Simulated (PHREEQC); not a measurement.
Make-up at 10 °C: 0.084 mol/kgw HF, 0.26 mol/kgw NH4F, 0.00018 mol/kgw H2SiF6 and 0.0007 mol/kgw HCl. Closed to the air; pH follows from the charge balance.

The numbers come from PHREEQC with the ion-association model, phreeqc.dat.

Precipitation was switched off in this run.

**Question.** Estimate the pH, density.

**Answer.** pH 3.54; density 1.005 g/cm³.

**Question.** In which forms is F present?

**Answer.** F- 65 %, HF2- 21 %, HF 14 % of the F.

Constants without temperature data keep their 25 °C values here. SiF6-2 is the database's only silicon fluoride.
